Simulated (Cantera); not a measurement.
A closed system holds: 1 mol Ta, 0.49 mol CO2, 48 mol H2, equilibrated at 2327 °C and 0.0330 Torr.

These are equilibrium values from Cantera (NASA tables, ideal gas, pure condensed phases), not measurements of a reactor. Candidate condensed phases: C, C6H6, C7H8, C8H18, H2O, Ta, TaC, Ta2O5; 113 gas species. Condensed phases not in the tables: Ta2C, N, O or C dissolved in the metal. The numbers say what is thermodynamically allowed, not how fast it happens.

Base state: H 0.962, H2 0.0276, CO 0.00519, TaO 0.00514, Ta 0.000101, O 2.71e-5, TaO2 1.09e-5 (mole fractions); condensed: Ta(s).

Problem. What changes in the equilibrium state with this change: temperature from 2327 °C to 1250 °C?

Solution. 
```csv
species,before,after
H2,0.0276,0.986
CO,0.00519,0.0101
H,0.962,0.00347
TaO,0.00514,8.32e-8
TaO2,1.09e-5,3.90e-7
Ta,0.000101,<1e-9
O,2.71e-5,<1e-9
H2O,1.49e-7,0.000111
"Ta(s), mol",0.504,0.806
"Ta2O5(s), mol",0,0.0969
```
Mutual solubility and eutectic melting of coexisting phases are not modelled.
